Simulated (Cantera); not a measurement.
## Stirred combustor or abatement burner

A perfectly stirred reactor is fed with CH4 : CO : O2 : N2 = 1 : 0.96 : 6.05 : 22.7 (molar parts), equivalence ratio 0.41, at 1.60 bar; it is adiabatic with a 673 K inlet, and is followed from long to short residence time, starting on the burning branch (τ in s: 0.1, 0.036, 0.013, 0.0047, 0.0017, 0.00061, 0.00022, 7.9e-05, 2.8e-05).

Model: GRI-Mech 3.0 (53 species, 325 reactions), integrated in Cantera.

```
τ (s)    T (K)     x CH4      x CO   x O2   x CO2   x CH2CO
-------  -----  --------  --------  -----  ------  --------
0.10      1662   8.62e-6  0.000303  0.118  0.0645  8.95e-10
0.036     1658   1.65e-5  0.000608  0.118  0.0642   2.14e-9
0.013     1650   3.14e-5   0.00122  0.118  0.0635   4.74e-9
0.0047    1636   6.04e-5   0.00245  0.119  0.0622   1.02e-8
0.0017    1609  0.000121   0.00497  0.120  0.0595   2.34e-8
0.00061   1556  0.000282    0.0105  0.122  0.0536   6.94e-8
0.00022    673    0.0326    0.0313  0.197  <1e-12    <1e-12
7.9e-5     673    0.0326    0.0313  0.197  <1e-12    <1e-12
2.8e-5     673    0.0326    0.0313  0.197  <1e-12    <1e-12
```
x: mole fraction; the columns are a selection and need not sum to one.
